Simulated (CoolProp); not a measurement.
Vapour-liquid equilibrium of hydrogen sulfide (1) + n-butane (2) at 0.458 bar; x and y are mole fractions of (1).

Computed with CoolProp (multi-fluid Helmholtz-energy mixture model, Lemmon 2006 and Bücker 2006; pair parameters Kunz 2012).

| x | bubble temperature (K) | y at the bubble point | dew temperature at overall composition x (K) | liquid density (mol/L) |
|---|---|---|---|---|
| 0.05 | 229.6 | 0.709 | 252.3 | 11.37 |
| 0.2 | 207.4 | 0.937 | [?] | [?] |
| 0.35 | 202.5 | 0.959 | [?] | 14.41 |
| 0.5 | 201.2 | 0.965 | 239.3 | 16.46 |
| 0.65 | [?] | 0.968 | 232.8 | 19.14 |
| 0.8 | 200.1 | [?] | 223.5 | 22.61 |
| 0.95 | 198.9 | [?] | 204.7 | 26.96 |

### Question
Fill in the missing entries.

### Answer

- 0.2, dew temperature at overall composition x (K): 248.6
- 0.2, liquid density (mol/L): 12.82
- 0.35, dew temperature at overall composition x (K): 244.4
- 0.65, bubble temperature (K): 200.7
- 0.8, y at the bubble point: 0.972
- 0.95, y at the bubble point: 0.988

No azeotrope shows between x = 0.05 and 0.95.

The pair parameters rest on a limited set of measurements; away from them the model extrapolates. With so large a gap from Raoult's law the liquid may split in two, which this calculation doesn't test in full.
